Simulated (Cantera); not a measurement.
A freely propagating, adiabatic, planar premixed flame of 7.67 % CH4, 17.6 % O2, 66.3 % N2, 8.44 % CO2, unburnt at 523 K and 1.00 bar; unity-Lewis-number transport, grid criteria slope 0.08 and curve 0.16, no radiation.

Cantera simulation using GRI-Mech 3.0 (53 species, 325 reactions); the numbers are that mechanism's predictions, not measurements. Unity Lewis numbers drop preferential diffusion, which matters most where H2 and H carry the flame. Burning velocities carry a grid error of a few per cent, more on coarse grids.

x: mole fraction of selected species; z is measured from the peak of heat release.

```json
[
 {"z (mm)": "-1.67", "T (K)": "523", "u (m/s)": "0.438", "x CH4": "0.0767", "x O2": "0.176", "x CO2": "0.0844", "x C2H4": "1.60e-7", "x C2H": "<1e-8", "x HCO": "<1e-8"},
 {"z (mm)": "-1.11", "T (K)": "528", "u (m/s)": "0.442", "x CH4": "0.0764", "x O2": "0.176", "x CO2": "0.0845", "x C2H4": "1.61e-6", "x C2H": "<1e-8", "x HCO": "<1e-8"},
 {"z (mm)": "-0.835", "T (K)": "544", "u (m/s)": "0.455", "x CH4": "0.0754", "x O2": "0.174", "x CO2": "0.0848", "x C2H4": "6.73e-6", "x C2H": "<1e-8", "x HCO": "<1e-8"},
 {"z (mm)": "-0.557", "T (K)": "625", "u (m/s)": "0.523", "x CH4": "0.0705", "x O2": "0.167", "x CO2": "0.0867", "x C2H4": "3.34e-5", "x C2H": "<1e-8", "x HCO": "<1e-8"},
 {"z (mm)": "-0.278", "T (K)": "958", "u (m/s)": "0.809", "x CH4": "0.0490", "x O2": "0.133", "x CO2": "0.0949", "x C2H4": "0.000148", "x C2H": "<1e-8", "x HCO": "2.46e-8"},
 {"z (mm)": "-0.139", "T (K)": "1286", "u (m/s)": "1.09", "x CH4": "0.0266", "x O2": "0.0973", "x CO2": "0.104", "x C2H4": "0.000240", "x C2H": "<1e-8", "x HCO": "1.61e-6"},
 {"z (mm)": "0", "T (K)": "1637", "u (m/s)": "1.41", "x CH4": "0.00428", "x O2": "0.0561", "x CO2": "0.115", "x C2H4": "0.000101", "x C2H": "2.76e-8", "x HCO": "2.51e-5"},
 {"z (mm)": "0.139", "T (K)": "1765", "u (m/s)": "1.51", "x CH4": "?", "x O2": "?", "x CO2": "0.126", "x C2H4": "?", "x C2H": "<1e-8", "x HCO": "?"},
 {"z (mm)": "0.278", "T (K)": "1816", "u (m/s)": "1.55", "x CH4": "1.57e-6", "x O2": "0.0360", "x CO2": "0.132", "x C2H4": "1.15e-8", "x C2H": "<1e-8", "x HCO": "7.57e-8"},
 {"z (mm)": "0.557", "T (K)": "1879", "u (m/s)": "1.60", "x CH4": "<1e-8", "x O2": "0.0328", "x CO2": "0.138", "x C2H4": "<1e-8", "x C2H": "<1e-8", "x HCO": "1.52e-8"},
 {"z (mm)": "1.11", "T (K)": "1944", "u (m/s)": "1.65", "x CH4": "<1e-8", "x O2": "?", "x CO2": "0.145", "x C2H4": "<1e-8", "x C2H": "<1e-8", "x HCO": "<1e-8"},
 {"z (mm)": "2.23", "T (K)": "2000", "u (m/s)": "1.68", "x CH4": "<1e-8", "x O2": "0.0271", "x CO2": "0.151", "x C2H4": "<1e-8", "x C2H": "<1e-8", "x HCO": "<1e-8"},
 {"z (mm)": "4.45", "T (K)": "2037", "u (m/s)": "1.71", "x CH4": "<1e-8", "x O2": "0.0252", "x CO2": "0.155", "x C2H4": "<1e-8", "x C2H": "<1e-8", "x HCO": "<1e-8"}
]
```

Fill in the missing entries.


- 0.139, x CH4: 9.39e-5
- 0.139, x O2: 0.0396
- 0.139, x C2H4: 1.44e-6
- 0.139, x HCO: 2.34e-6
- 1.11, x O2: 0.0298
